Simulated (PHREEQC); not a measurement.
A column of 0.2 m (40 cells, dispersivity 0.007 m, 300 s a shift, diffusion coefficient 3e-10 m²/s) holds 0.083 eq of the database's cation exchanger X per kg of pore water, first in equilibrium with 3.2 mmol/kgw Na2SO4 and 0.01 mmol/kgw HCl. It is flushed with 0.00088 mol/kgw NaCl, 0.037 mol/kgw MnCl2, 0.0026 mol/kgw MgSO4 and 1e-05 mol/kgw HCl, at 40 °C. Values are for the last cell. The system is closed to CO2. Nothing may precipitate in this run.

The series has 34 steps of pore volumes, from 0 to 4.963.

Equilibrium calculation in PHREEQC: ion-association model, phreeqc.dat.

Question: After how many pore volumes does Mn at the outlet first reach half of its feed value?

Answer: By 2.1 pore volumes.

Question: After how many pore volumes does Mg at the outlet first reach half of its feed value?

Answer: By 2.4 pore volumes.

Constants without temperature data keep their 25 °C values here.
